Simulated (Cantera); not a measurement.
Feed: 1 mol FeS, 2.1 mol H₂, 0.23 mol H₂O, at 950 K and 2000 Pa.

These are equilibrium values from Cantera (NASA tables, ideal gas, pure condensed phases), not measurements of a reactor. Candidate condensed phases: Fe, FeO, Fe(OH)₂, Fe(OH)₃, FeS, FeSO₄, FeS₂, Fe₂O₃, Fe₂(SO₄)₃, Fe₃O₄, H₂O, H₂SO₄, S; 22 gas species. FeS: taken at fixed stoichiometry. The numbers say what is thermodynamically allowed, not how fast it happens.

Base state: H₂ 0.901, H₂O 0.0987, H₂S 0.000655 (mole fractions); condensed: Fe(α) + FeS(s).

Q: What changes in the equilibrium state with this change: H₂O from 0.23 to 3 mol?

A: 
```
species        before    after
-----------  --------  -------
H₂O            0.0987    0.586
H₂              0.901    0.412
H₂S          0.000655  0.00272
Fe(α), mol    0.00153        0
FeS(s), mol     0.998    0.986
FeO(s), mol         0   0.0139
```
The tables' stoichiometric FeO is somewhat more stable than real wüstite, so its field is too wide. FeO, FeS: taken at fixed stoichiometry.

Q: What changes in the equilibrium state with this change: temperature from 950 K to 1773 K?

A: 
| species | before | after |
|---|---|---|
| H₂ | 0.901 | 0.859 |
| H₂O | 0.0987 | 0.0957 |
| H₂S | 0.000655 | 0.0189 |
| S₂ | <1e-9 | 0.0172 |
| Fe | <1e-9 | 0.000989 |
| S | <1e-9 | 0.000552 |
| H | 3.73e-9 | 0.00186 |
| SH | 1.04e-8 | 0.00492 |
| SO | <1e-9 | 0.000435 |
| SO₂ | <1e-9 | 0.000139 |
| Fe(α), mol | 0.00153 | 0 |
| FeS(s), mol | 0.998 | 0 |
| Fe(δ), mol | 0 | 0.139 |
| FeS(l), mol | 0 | 0.858 |
Metal and sulfide melt together well below either melting point, which pure phases cannot show. Mutual solubility and eutectic melting of coexisting phases are not modelled.
